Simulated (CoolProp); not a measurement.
Vapour-liquid equilibrium of dimethyl ether (1) + n-butane (2) at 1.21 bar; x and y are mole fractions of (1).

Values from CoolProp's multi-fluid Helmholtz-energy mixture model, Wu 2011 and Bücker 2006; pair parameters Bell 2016.

```csv
x,"bubble temperature, mixture model (°C)","bubble temperature, Raoult's law (°C)","y, mixture model","y, Raoult's law"
0.05,0.4,2.2,0.170,0.119
0.15,-5.3,-1.5,0.394,0.314
0.25,-9.3,-4.7,0.533,0.466
0.35,-12.2,-7.5,0.627,0.587
0.45,-14.4,-10.1,0.697,0.685
0.55,…,-12.4,0.754,0.766
0.65,-17.4,-14.5,0.804,0.834
0.75,-18.5,-16.4,0.853,0.891
0.85,-19.5,-18.2,…,0.939
0.95,-20.3,-19.9,…,0.981
```

Question: Fill in the missing entries.

Answer: 
- 0.55, bubble temperature, mixture model (°C): -16.0
- 0.85, y, mixture model: 0.905
- 0.95, y, mixture model: 0.965

The largest gap from Raoult's law is -4.7 K in bubble temperature, at x = 0.35. No azeotrope shows between x = 0.05 and 0.95.

The pair parameters rest on a limited set of measurements; away from them the model extrapolates.
